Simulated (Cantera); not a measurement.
Input (Python, Cantera):

```python
import numpy as np
import cantera as ct

gas = ct.Solution("h2o2.yaml")
gas.TPX = 498, 44000, {'H2': 1, 'O2': 0.185, 'N2': 0.696, 'H2O': 0.066}
flame = ct.FreeFlame(gas, width=0.071)
flame.set_refine_criteria(ratio=3, slope=0.08, curve=0.16)
flame.transport_model = "mixture-averaged"
flame.solve(loglevel=0, auto=True)
z, T = flame.grid, flame.T
thick = (T[-1] - T[0]) / np.gradient(T, z).max()
show = ['H2', 'O2', 'H2O', 'OH', 'H2O2', 'HO2']
print(f"laminar burning velocity  {flame.velocity[0] * 100:.3f} cm/s")
print(f"burnt temperature         {T[-1]:.1f} K")
print(f"thermal thickness         {thick * 1e3:.4f} mm")
print(f"grid points               {len(z)}")
z0 = z[flame.heat_release_rate.argmax()]
print(f"{'z/mm':>9s}{'T/K':>9s}{'u/(m/s)':>9s}" + "".join(f"{s:>11s}" for s in show))
rows = []
for k in (-3, -2, -1.5, -1, -0.5, -0.25, 0, 0.25, 0.5, 1, 2, 4, 8):
    zz = z0 + k * thick
    rows.append([k * thick, np.interp(zz, z, T), np.interp(zz, z, flame.velocity),
                 *(np.interp(zz, z, flame.X[gas.species_index(s)]) for s in show)])
    print(f"{rows[-1][0] * 1e3:9.3f}{rows[-1][1]:9.1f}{rows[-1][2]:9.3f}" + "".join(f"{x:11.3e}" for x in rows[-1][3:]))
```

Output:

```
laminar burning velocity  521.631 cm/s
burnt temperature         1926.8 K
thermal thickness         1.2419 mm
grid points               130
     z/mm      T/K  u/(m/s)         H2         O2        H2O         OH       H2O2        HO2
   -3.726    498.0    5.216  5.136e-01  9.502e-02  3.390e-02  1.068e-17  5.479e-16  2.604e-13
   -2.484    498.0    5.216  5.136e-01  9.502e-02  3.390e-02  2.954e-15  8.305e-14  3.862e-11
   -1.863    498.0    5.216  5.136e-01  9.502e-02  3.390e-02  1.796e-13  4.194e-12  1.820e-09
   -1.242    498.1    5.217  5.136e-01  9.502e-02  3.390e-02  1.258e-10  1.831e-09  5.064e-07
   -0.621    523.8    5.458  5.100e-01  9.492e-02  3.525e-02  5.834e-05  5.226e-06  1.725e-04
   -0.310    732.5    7.473  4.826e-01  8.891e-02  5.388e-02  3.484e-04  7.236e-06  9.684e-05
    0.000   1078.1   10.724  4.042e-01  6.062e-02  1.178e-01  8.512e-04  4.959e-07  3.681e-05
    0.310   1314.3   13.011  3.271e-01  1.661e-02  2.030e-01  1.452e-03  2.307e-07  9.084e-06
    0.621   1412.9   13.946  3.082e-01  2.661e-03  2.309e-01  1.382e-03  1.255e-07  1.374e-06
    1.242   1502.2   14.744  3.113e-01  2.006e-04  2.370e-01  1.496e-03  1.023e-07  9.920e-08
    2.484   1596.8   15.564  3.202e-01  7.718e-05  2.389e-01  1.585e-03  8.063e-08  3.935e-08
    4.968   1689.4   16.350  3.294e-01  5.016e-05  2.408e-01  1.511e-03  5.150e-08  2.627e-08
    9.935   1770.9   17.028  3.376e-01  2.751e-05  2.427e-01  1.277e-03  2.760e-08  1.559e-08
```

Computed with Cantera and the H2/O2 subset of GRI-Mech 3.0, which has no nitrogen chemistry. Burning velocities carry a grid error of a few per cent, more on coarse grids.
